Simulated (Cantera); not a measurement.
An isothermal, constant-pressure homogeneous reactor starts with CH4 : H2 = 1 : 9.3 (molar parts), at 1975 K and 0.375 Torr. Integrator tolerance rtol = 1e-08.

Detailed kinetics in Cantera: GRI-Mech 3.0 (53 species, 325 reactions). GRI-Mech 3.0 stops at C3 and has no aromatics, soot or wall deposition, so with more carbon than oxygen in the feed, carbon stays in small species such as C2H2 where larger ones or solid carbon would form. Radical loss at walls, strong at low pressure, is not modelled.

```
quantity                                             before                                     after
-----------------  ----------------------------------------  ----------------------------------------
x(CH4) at 6.00 s   0.000771 (gas-phase equilibrium 1.56e-6)  0.000854 (gas-phase equilibrium 1.00e-6)
x(H2) at 6.00 s         0.943 (gas-phase equilibrium 0.899)       0.971 (gas-phase equilibrium 0.925)
x(C2H2) at 6.00 s     0.0435 (gas-phase equilibrium 0.0429)     0.0160 (gas-phase equilibrium 0.0162)
x(C2H6) at 6.00 s    3.58e-9 (gas-phase equilibrium <1e-12)    4.02e-9 (gas-phase equilibrium <1e-12)
x(H) at 6.00 s        0.0127 (gas-phase equilibrium 0.0584)     0.0120 (gas-phase equilibrium 0.0593)
x(CH3) at 6.00 s   0.000206 (gas-phase equilibrium 2.01e-6)  0.000208 (gas-phase equilibrium 1.27e-6)
x(C2H4) at 6.00 s   1.53e-6 (gas-phase equilibrium 1.49e-7)   9.85e-7 (gas-phase equilibrium 5.76e-8)
```

Problem. Name the change that produced these shifts.
A. pressure from 0.375 Torr to 750 Torr
B. H2 9.3 to 1.6 parts
C. CH4 1 to 1.9 parts
D. H2 9.3 to 28 parts

Solution. D, H2 9.3 to 28 parts
